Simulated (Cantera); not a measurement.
NO annealing gas

An isothermal, constant-pressure homogeneous reactor starts with 17.9 % NO, 82.1 % N2, at 1975 K and 75.0 Torr.

Model: GRI-Mech 3.0 (53 species, 325 reactions), integrated in Cantera.

```json
[
 {"t (s)": "1.00e-6", "x NO": "0.179", "x NO2": "<1e-12", "x O2": "<1e-12", "x N2": "0.821", "x N2O": "3.08e-9"},
 {"t (s)": "1.15e-5", "x NO": "0.179", "x NO2": "3.20e-11", "x O2": "4.86e-12", "x N2": "0.821", "x N2O": "3.53e-8"},
 {"t (s)": "0.000132", "x NO": "0.179", "x NO2": "4.04e-9", "x O2": "6.46e-10", "x N2": "0.821", "x N2O": "4.00e-7"},
 {"t (s)": "0.00151", "x NO": "0.179", "x NO2": "3.39e-7", "x O2": "8.98e-8", "x N2": "0.821", "x N2O": "3.99e-6"},
 {"t (s)": "0.0173", "x NO": "0.178", "x NO2": "7.39e-6", "x O2": "2.24e-5", "x N2": "0.821", "x N2O": "1.40e-5"},
 {"t (s)": "0.199", "x NO": "0.176", "x NO2": "1.26e-5", "x O2": "0.00101", "x N2": "0.822", "x N2O": "1.36e-5"},
 {"t (s)": "2.28", "x NO": "0.150", "x NO2": "2.32e-5", "x O2": "0.0142", "x N2": "0.836", "x N2O": "9.37e-6"},
 {"t (s)": "26.2", "x NO": "0.0143", "x NO2": "5.08e-6", "x O2": "0.0818", "x N2": "0.903", "x N2O": "1.59e-7"},
 {"t (s)": "300", "x NO": "0.00494", "x NO2": "1.80e-6", "x O2": "0.0865", "x N2": "0.908", "x N2O": "9.45e-8"}
]
```
x: mole fraction; the columns are a selection and need not sum to one.

Equilibrium at this temperature and pressure: NO 0.00494, NO2 1.80e-6, O2 0.0865, N2 0.908, N2O 9.45e-8 (gas phase only).
